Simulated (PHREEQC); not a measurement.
Make-up at 20 °C: 0.019 mol ZnSO4, 0.00015 mol H3BO3 and 0.017 mol NiCl2 per kg of water. Closed to the air; pH follows from the charge balance.

Equilibrium calculation in PHREEQC: ion-association model, wateq4f.dat.

No solid was allowed to form.

Question: What pH does the model give?

Answer: pH 5.59.

Question: In which forms is Ni present?

Answer: Ni+2 77 %, NiSO4 21 %, NiCl+ 2.4 % of the Ni.

Complexes and solids missing from the database can't appear.
